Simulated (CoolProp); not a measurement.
Vapour-liquid equilibrium of CF4 (R14) (1) + ethane (2) at 171 K; x and y are mole fractions of (1).

Values from CoolProp's multi-fluid Helmholtz-energy mixture model, Platzer 1990 and Bücker 2006; pair parameters Bell 2016. This equation is an older, rougher fit; its heat capacities, sound speeds and derivatives of the liquid may be far off and weren't checked against measurements.

```csv
x,bubble pressure (kPa),y at the bubble point,dew pressure at overall composition x (kPa),liquid density (mol/L)
0.05,188.9,0.758,48.09,18.51
0.2,357.4,0.876,57.14,18.10
0.35,381.7,0.885,70.36,17.70
0.5,384.7,0.887,91.49,17.33
0.65,395.9,0.895,130.7,17.00
0.8,419.5,0.920,227.8,16.74
0.95,451.6,0.974,439.3,16.57
```

No azeotrope shows between x = 0.05 and 0.95.

The pair parameters rest on a limited set of measurements; away from them the model extrapolates. With so large a gap from Raoult's law the liquid may split in two, which this calculation doesn't test in full.
